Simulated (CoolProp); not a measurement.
The fluid at 298.15 K and 1.34 MPa is compressed adiabatically to 5.95 MPa with isentropic efficiency 0.7. The same conditions are run with several fluids, on thermodynamics alone (safety and materials aside).

The numbers come from the reference Helmholtz-energy equation of state of each fluid (ethane: Bücker 2006; ethylene: Smukala 2000; nitrous oxide: Lemmon 2006; hydrogen chloride: Thol 2018; CF4 (R14): Platzer 1990) in CoolProp. The equations of Platzer and Polt are older, rougher fits.

Q: Rank ethane, ethylene, nitrous oxide, hydrogen chloride, CF4 (R14) by work (kJ/kg), highest first.

A: ethylene (196), ethane (169), hydrogen chloride (165), nitrous oxide (129), CF4 (R14) (62.7)

| fluid | final temperature (K) | final phase | final density (kg/m³) |
|---|---|---|---|
| ethane | 405.8 | supercritical | 63.6 |
| ethylene | 426.1 | supercritical | 52.2 |
| nitrous oxide | 448.7 | gas | 76.1 |
| hydrogen chloride | 513.7 | gas | 53.9 |
| CF4 (R14) | 392.0 | supercritical | 170 |
